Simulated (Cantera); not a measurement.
An isothermal, constant-pressure homogeneous reactor starts with 41.7 % CH₄, 58.3 % H₂O, at 1400 K and 1000000 Pa.

Detailed kinetics in Cantera: GRI-Mech 3.0 (53 species, 325 reactions).

**Question.** Predict: x(CH₄) at 7.00 s; x(H₂O) at 7.00 s; x(CO) at 7.00 s.

**Answer.** 
```json
{
 "x(CH₄) at 7.00 s": "0.267 (gas-phase equilibrium 0.00138)",
 "x(H₂O) at 7.00 s": "0.462 (gas-phase equilibrium 0.0809)",
 "x(CO) at 7.00 s": "0.0185 (gas-phase equilibrium 0.215)"
}
```
